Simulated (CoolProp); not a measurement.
Vapour-liquid equilibrium of R143a (1) + R134a (2) at -90.15 °C; x and y are mole fractions of (1).

Model: multi-fluid Helmholtz-energy mixture model, Lemmon and Jacobsen 2000 and Tillner-Roth 1994; pair parameters Lemmon 2004, in CoolProp.

```tsv
x	bubble pressure, mixture model (MPa)	bubble pressure, Raoult's law (MPa)	y, mixture model	y, Raoult's law
0.05	0.001785	0.001804	0.200	0.208
0.125	0.002219	0.002255	0.407	0.417
0.2	0.002662	0.002706	0.549	0.556
0.275	0.003113	0.003157	0.651	0.655
0.35	0.003568	0.003608	0.728	0.729
0.425	0.004026	0.004059	0.787	0.787
0.5	0.004484	0.004510	0.834	0.833
0.575	0.004942	0.004961	0.872	0.871
0.65	0.005398	0.005413	0.903	0.903
0.725	0.005854	0.005864	0.930	0.930
0.8	0.006308	0.006315	0.953	0.952
0.875	0.006761	0.006766	0.972	0.972
0.95	0.007215	0.007217	0.990	0.990
```

The largest gap from Raoult's law is -1.6 % in bubble pressure, at x = 0.2. No azeotrope shows between x = 0.05 and 0.95.

The pair parameters rest on a limited set of measurements; away from them the model extrapolates.
